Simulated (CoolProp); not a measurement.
n-decane at 480.87 K and 0.0578 MPa is compressed adiabatically to 0.316 MPa with isentropic efficiency 0.9. Each further row changes one setting.

Model: reference Helmholtz-energy equation of state, Lemmon 2006, in CoolProp. It is a short technical equation, of lower accuracy than the large ones.

```csv
case,work (kJ/kg),final temperature (K),final density (kg/m³)
as stated,50.7,___,12.3
efficiency 1,45.6,504.3,___
efficiency 0.65,___,___,___
```

Q: Some entries are withheld; supply them.

A: 
- as stated, final temperature (K): 506.2
- efficiency 1, final density (kg/m³): 12.4
- efficiency 0.65, work (kJ/kg): 70.2
- efficiency 0.65, final temperature (K): 513.6
- efficiency 0.65, final density (kg/m³): 12.0
